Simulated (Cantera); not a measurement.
A diamond (100) surface in a fixed gas of H2 with x(CH4) = 0.0059, x(H) = 0.00079, at 1173 K, 0.158 atm; coverages are run to steady state.

Model: the Harris–Goodwin 1993 mechanism for the reconstructed diamond (100) surface, integrated in Cantera.

θ: site fractions in the mechanism's names (c6HH fully hydrogenated, c6H* and c6*H radical sites, c6** diradical, c6HM methylated).

```
x(CH3)   growth (µm/h)  θ c6HH  θ c6H*  θ c6*H   θ c6**    θ c6HM
-------  -------------  ------  ------  ------  -------  --------
1e-06              [?]   0.483  0.0343   0.463   0.0196   7.53e-5
2.8e-06            [?]   0.483  0.0343   0.463   0.0196  0.000211
8e-06              [?]   0.483  0.0343   0.463   0.0196  0.000602
2.3e-05            [?]   0.482  0.0342   0.462   0.0195   0.00172
6.4e-05            [?]   0.479  0.0340   0.459   0.0192   0.00476
0.00018            [?]   0.473  0.0335   0.452   0.0184    0.0131
0.00051            [?]   0.457  0.0322   0.434   0.0165    0.0348
0.0015             [?]   0.417  0.0290   0.392   0.0123    0.0875
0.0041             [?]   0.348  0.0236   0.319  0.00695     0.179
```

Q: What belongs in the gaps?

A: 
- 1e-06, growth (µm/h): 0.0389
- 2.8e-06, growth (µm/h): 0.109
- 8e-06, growth (µm/h): 0.310
- 2.3e-05, growth (µm/h): 0.889
- 6.4e-05, growth (µm/h): 2.45
- 0.00018, growth (µm/h): 6.71
- 0.00051, growth (µm/h): 17.7
- 0.0015, growth (µm/h): 43.5
- 0.0041, growth (µm/h): 85.5
